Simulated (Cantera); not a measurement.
A Cantera script and its output.

```python
import numpy as np
import cantera as ct

gas = ct.Solution("gri30.yaml")
gas.TPX = 675, 101325, {'H2': 1, 'O2': 0.735, 'N2': 2.76, 'NO': 0.0049}
inlet = ct.Reservoir(gas, clone=True)
gas.equilibrate("HP")  # start burning
reactor = ct.IdealGasConstPressureReactor(gas, energy="on", clone=False)
exhaust = ct.Reservoir(gas, clone=True)
tau = [0.056, 0.032, 0.018, 0.01, 0.0058, 0.0033, 0.0019, 0.0011, 0.00061, 0.00035, 0.0002, 0.00011, 6.4e-05][0]
for a, b in ((inlet, reactor), (reactor, exhaust)):
    ct.MassFlowController(a, b, mdot=lambda t: reactor.mass / tau)
net = ct.ReactorNet([reactor])
show = ['H2', 'O2', 'NO', 'OH', 'H', 'H2O2', 'N2']

rows = []
print(f"{'tau/s':>10s}{'T/K':>9s}" + "".join(f"{s:>11s}" for s in show))
for tau in [0.056, 0.032, 0.018, 0.01, 0.0058, 0.0033, 0.0019, 0.0011, 0.00061, 0.00035, 0.0002, 0.00011, 6.4e-05]:
    net.initial_time = 0.0
    net.advance(30 * tau)
    before = gas.X
    net.advance(40 * tau)
    drift = np.max(np.abs(gas.X - before) / (gas.X + 1e-9))
    rows.append([gas.T, *gas[show].X, drift])
    print(f"{tau:10.3e}{gas.T:9.1f}" + "".join(f"{x:11.3e}" for x in gas[show].X))
```

Result:

```
     tau/s      T/K         H2         O2         NO         OH          H       H2O2         N2
 5.600e-02   2254.6  1.899e-03  5.630e-02  3.025e-03  7.422e-03  3.820e-04  2.282e-07  6.866e-01
 3.200e-02   2252.6  2.068e-03  5.655e-02  2.454e-03  7.720e-03  4.338e-04  2.275e-07  6.867e-01
 1.800e-02   2248.0  2.360e-03  5.671e-02  2.040e-03  8.188e-03  5.284e-04  2.265e-07  6.867e-01
 1.000e-02   2239.3  2.863e-03  5.679e-02  1.763e-03  8.909e-03  7.072e-04  2.272e-07  6.863e-01
 5.800e-03   2226.1  3.608e-03  5.683e-02  1.595e-03  9.845e-03  1.008e-03  2.329e-07  6.857e-01
 3.300e-03   2205.2  4.766e-03  5.688e-02  1.473e-03  1.107e-02  1.557e-03  2.486e-07  6.846e-01
 1.900e-03   2175.9  6.364e-03  5.703e-02  1.387e-03  1.244e-02  2.470e-03  2.776e-07  6.831e-01
 1.100e-03   2136.5  8.438e-03  5.734e-02  1.325e-03  1.379e-02  3.923e-03  3.230e-07  6.810e-01
 6.100e-04   2080.9  1.120e-02  5.794e-02  1.280e-03  1.505e-02  6.352e-03  3.971e-07  6.780e-01
 3.500e-04   2015.0  1.421e-02  5.885e-02  1.253e-03  1.582e-02  9.697e-03  5.035e-07  6.745e-01
 2.000e-04   1935.5  1.750e-02  6.017e-02  1.234e-03  1.603e-02  1.429e-02  6.745e-07  6.702e-01
 1.100e-04   1837.5  2.119e-02  6.214e-02  1.217e-03  1.550e-02  2.060e-02  9.911e-07  6.650e-01
 6.400e-05   1738.9  2.487e-02  6.463e-02  1.201e-03  1.436e-02  2.739e-02  1.501e-06  6.598e-01
```

Cantera simulation using GRI-Mech 3.0 (53 species, 325 reactions); the numbers are that mechanism's predictions, not measurements. The mechanism lacks 2 NO + O2 → 2 NO2 and HONO, so NO2 and the effect of NO are under-described below about 1400 K.
